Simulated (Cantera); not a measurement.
A perfectly stirred reactor is fed with 25.6 % NO, 74.4 % N₂, at 1.01 bar; it is held at 1973 K, and followed from long to short residence time.

Model: GRI-Mech 3.0 (53 species, 325 reactions), integrated in Cantera.

One state of this run: x NO = 0.251; x NO₂ = 7.99e-5; x O₂ = 0.00272; x O = 4.62e-5; x N₂O = 2.92e-5; x N₂ = 0.746. x: mole fraction; the columns are a selection and need not sum to one.

Which value of τ (s) does it belong to?
A. 0.41
B. 0.0075
C. 0.037
D. 0.083

C, 0.037
